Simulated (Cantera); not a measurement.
Charge: 1 mol Fe, 14 mol CO2, 4.4 mol CO, equilibrated at 750 Torr.

These are equilibrium values from Cantera (NASA tables, ideal gas, pure condensed phases), not measurements of a reactor. Candidate condensed phases: C, Fe, Fe(CO)5, FeO, Fe2O3, Fe3O4; 15 gas species. The tables' stoichiometric FeO is somewhat more stable than real wüstite, so its field is too wide. FeO: taken at fixed stoichiometry. Rates play no part.

Q: Which condensed phases are stable at each of these points (T (°C)): 427, 627, 827, 1027, 1227, 1427, 1627?

A: 
```csv
T (°C),condensed phases,Fe condensed (%)
427,C(graphite) + Fe3O4(s),100.0
627,FeO(s),100.0
827,FeO(s),100.0
1027,FeO(s),100.0
1227,FeO(s),100.0
1427,FeO(l),100.0
1627,FeO(l),100.0
```

At 427 °C the condensed part is C(graphite) + Fe3O4(s). From 627 °C to 1227 °C the condensed part is FeO(s). From 1427 °C to 1627 °C the condensed part is FeO(l).
